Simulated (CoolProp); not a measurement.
Vapour-liquid equilibrium of propane (1) + R245fa (2) at 290.4 K; x and y are mole fractions of (1).

Values from CoolProp's multi-fluid Helmholtz-energy mixture model, Lemmon 2009 and Akasaka 2015; pair parameters Bell 2016.

```json
[
 {"x": "0.05", "bubble pressure, mixture model (bar)": "2.436", "bubble pressure, Raoult's law (bar)": "1.439", "y, mixture model": "0.549", "y, Raoult's law": "0.270"},
 {"x": "0.125", "bubble pressure, mixture model (bar)": "3.969", "bubble pressure, Raoult's law (bar)": "1.939", "y, mixture model": "0.729", "y, Raoult's law": "0.501"},
 {"x": "0.2", "bubble pressure, mixture model (bar)": "5.020", "bubble pressure, Raoult's law (bar)": "2.440", "y, mixture model": "0.791", "y, Raoult's law": "0.637"},
 {"x": "0.275", "bubble pressure, mixture model (bar)": "___", "bubble pressure, Raoult's law (bar)": "2.940", "y, mixture model": "0.820", "y, Raoult's law": "0.727"},
 {"x": "0.35", "bubble pressure, mixture model (bar)": "6.129", "bubble pressure, Raoult's law (bar)": "3.440", "y, mixture model": "0.837", "y, Raoult's law": "0.791"},
 {"x": "0.425", "bubble pressure, mixture model (bar)": "6.402", "bubble pressure, Raoult's law (bar)": "3.940", "y, mixture model": "0.847", "y, Raoult's law": "0.839"},
 {"x": "0.5", "bubble pressure, mixture model (bar)": "6.591", "bubble pressure, Raoult's law (bar)": "4.440", "y, mixture model": "0.855", "y, Raoult's law": "0.875"},
 {"x": "0.575", "bubble pressure, mixture model (bar)": "6.749", "bubble pressure, Raoult's law (bar)": "4.940", "y, mixture model": "0.863", "y, Raoult's law": "0.905"},
 {"x": "0.65", "bubble pressure, mixture model (bar)": "___", "bubble pressure, Raoult's law (bar)": "5.441", "y, mixture model": "0.871", "y, Raoult's law": "0.929"},
 {"x": "0.725", "bubble pressure, mixture model (bar)": "7.079", "bubble pressure, Raoult's law (bar)": "5.941", "y, mixture model": "0.883", "y, Raoult's law": "0.949"},
 {"x": "0.8", "bubble pressure, mixture model (bar)": "7.273", "bubble pressure, Raoult's law (bar)": "6.441", "y, mixture model": "___", "y, Raoult's law": "0.966"},
 {"x": "0.875", "bubble pressure, mixture model (bar)": "7.479", "bubble pressure, Raoult's law (bar)": "6.941", "y, mixture model": "0.926", "y, Raoult's law": "0.980"},
 {"x": "0.95", "bubble pressure, mixture model (bar)": "7.674", "bubble pressure, Raoult's law (bar)": "7.441", "y, mixture model": "0.964", "y, Raoult's law": "0.993"}
]
```

Q: Some entries are withheld; supply them.

A: 
- 0.275, bubble pressure, mixture model (bar): 5.701
- 0.65, bubble pressure, mixture model (bar): 6.906
- 0.8, y, mixture model: 0.900

The largest gap from Raoult's law is +105.7 % in bubble pressure, at x = 0.2. No azeotrope shows between x = 0.05 and 0.95.

Pair parameters are fitted to limited data, so mixtures are less certain than the pure fluids. With so large a gap from Raoult's law the liquid may split in two, which this calculation doesn't test in full.
